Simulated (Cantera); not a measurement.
**Equilibrium for carbothermic reduction: Fe₂O₃ + CO + H₂**

Feed: 1 mol Fe₂O₃, 17 mol CO, 2.3 mol H₂, at 13.3 mbar.

Cantera equilibrium calculation (NASA polynomials, part measured and part estimated; ideal gas, pure solids and liquids). Candidate condensed phases: C, C₆H₆, C₇H₈, C₈H₁₈, Fe, Fe(CO)₅, FeO, Fe(OH)₂, Fe(OH)₃, Fe₂O₃, Fe₃O₄, H₂O; 114 gas species. Each liquid is taken as pure. Mutual solubility and eutectic melting of coexisting phases are not modelled. The tables' stoichiometric FeO is somewhat more stable than real wüstite, so its field is too wide. FeO: taken at fixed stoichiometry. Rates play no part.

At 1098 K the condensed part is Fe(α). From 1198 K to 1498 K the condensed part is Fe(γ). At 1598 K the condensed part is Fe(γ) + FeO(s). From 1698 K to 1798 K the condensed part is Fe(δ) + FeO(l). From 1898 K to 1998 K the condensed part is Fe(l) + FeO(l). At 2098 K the condensed part is FeO(l). From 2198 K to 2398 K nothing is condensed.

```json
[
 {"T (K)": "1098", "x CO": "0.744", "x CO₂": "0.137", "x H₂": "0.101", "x Fe": "8.73e-11", "x H₂O": "0.0186", "x H": "6.79e-8", "n Fe(α)": "2.00", "n Fe(γ)": "0", "n FeO(s)": "0", "n Fe(δ)": "0", "n FeO(l)": "0", "n Fe(l)": "0"},
 {"T (K)": "1198", "x CO": "0.749", "x CO₂": "0.132", "x H₂": "0.0960", "x Fe": "3.48e-9", "x H₂O": "0.0232", "x H": "5.10e-7", "n Fe(α)": "0", "n Fe(γ)": "2.00", "n FeO(s)": "0", "n Fe(δ)": "0", "n FeO(l)": "0", "n Fe(l)": "0"},
 {"T (K)": "1298", "x CO": "0.753", "x CO₂": "0.128", "x H₂": "0.0918", "x Fe": "7.73e-8", "x H₂O": "0.0274", "x H": "2.81e-6", "n Fe(α)": "0", "n Fe(γ)": "2.00", "n FeO(s)": "0", "n Fe(δ)": "0", "n FeO(l)": "0", "n Fe(l)": "0"},
 {"T (K)": "1398", "x CO": "0.757", "x CO₂": "0.124", "x H₂": "0.0879", "x Fe": "1.09e-6", "x H₂O": "0.0312", "x H": "1.22e-5", "n Fe(α)": "0", "n Fe(γ)": "2.00", "n FeO(s)": "0", "n Fe(δ)": "0", "n FeO(l)": "0", "n Fe(l)": "0"},
 {"T (K)": "1498", "x CO": "0.760", "x CO₂": "0.121", "x H₂": "0.0845", "x Fe": "1.08e-5", "x H₂O": "0.0346", "x H": "4.33e-5", "n Fe(α)": "0", "n Fe(γ)": "2.00", "n FeO(s)": "0", "n Fe(δ)": "0", "n FeO(l)": "0", "n Fe(l)": "0"},
 {"T (K)": "1598", "x CO": "0.764", "x CO₂": "0.117", "x H₂": "0.0817", "x Fe": "7.92e-5", "x H₂O": "0.0374", "x H": "0.000132", "n Fe(α)": "0", "n Fe(γ)": "1.97", "n FeO(s)": "0.0287", "n Fe(δ)": "0", "n FeO(l)": "0", "n Fe(l)": "0"},
 {"T (K)": "1698", "x CO": "0.774", "x CO₂": "0.107", "x H₂": "0.0809", "x Fe": "0.000457", "x H₂O": "0.0380", "x H": "0.000356", "n Fe(α)": "0", "n Fe(γ)": "0", "n FeO(s)": "0", "n Fe(δ)": "1.78", "n FeO(l)": "0.209", "n Fe(l)": "0"},
 {"T (K)": "1798", "x CO": "0.785", "x CO₂": "0.0938", "x H₂": "0.0813", "x Fe": "0.00215", "x H₂O": "0.0371", "x H": "0.000870", "n Fe(α)": "0", "n Fe(γ)": "0", "n FeO(s)": "0", "n Fe(δ)": "1.49", "n FeO(l)": "0.467", "n Fe(l)": "0"},
 {"T (K)": "1898", "x CO": "0.786", "x CO₂": "0.0864", "x H₂": "0.0801", "x Fe": "0.00815", "x H₂O": "0.0370", "x H": "0.00192", "n Fe(α)": "0", "n Fe(γ)": "0", "n FeO(s)": "0", "n Fe(δ)": "0", "n FeO(l)": "0.593", "n Fe(l)": "1.25"},
 {"T (K)": "1998", "x CO": "0.776", "x CO₂": "0.0795", "x H₂": "0.0774", "x Fe": "0.0267", "x H₂O": "0.0363", "x H": "0.00386", "n Fe(α)": "0", "n Fe(γ)": "0", "n FeO(s)": "0", "n Fe(δ)": "0", "n FeO(l)": "0.688", "n Fe(l)": "0.775"},
 {"T (K)": "2098", "x CO": "0.736", "x CO₂": "0.0797", "x H₂": "0.0695", "x Fe": "0.0693", "x H₂O": "0.0371", "x H": "0.00703", "n Fe(α)": "0", "n Fe(γ)": "0", "n FeO(s)": "0", "n Fe(δ)": "0", "n FeO(l)": "0.536", "n Fe(l)": "0"},
 {"T (K)": "2198", "x CO": "0.698", "x CO₂": "0.0945", "x H₂": "0.0588", "x Fe": "0.0913", "x H₂O": "0.0420", "x H": "0.0117", "n Fe(α)": "0", "n Fe(γ)": "0", "n FeO(s)": "0", "n Fe(δ)": "0", "n FeO(l)": "0", "n Fe(l)": "0"},
 {"T (K)": "2298", "x CO": "0.696", "x CO₂": "0.0926", "x H₂": "0.0549", "x Fe": "0.0903", "x H₂O": "0.0409", "x H": "0.0194", "n Fe(α)": "0", "n Fe(γ)": "0", "n FeO(s)": "0", "n Fe(δ)": "0", "n FeO(l)": "0", "n Fe(l)": "0"},
 {"T (K)": "2398", "x CO": "0.693", "x CO₂": "0.0896", "x H₂": "0.0501", "x Fe": "0.0890", "x H₂O": "0.0383", "x H": "0.0306", "n Fe(α)": "0", "n Fe(γ)": "0", "n FeO(s)": "0", "n Fe(δ)": "0", "n FeO(l)": "0", "n Fe(l)": "0"}
]
```
x: gas mole fraction; n: condensed amount in mol.
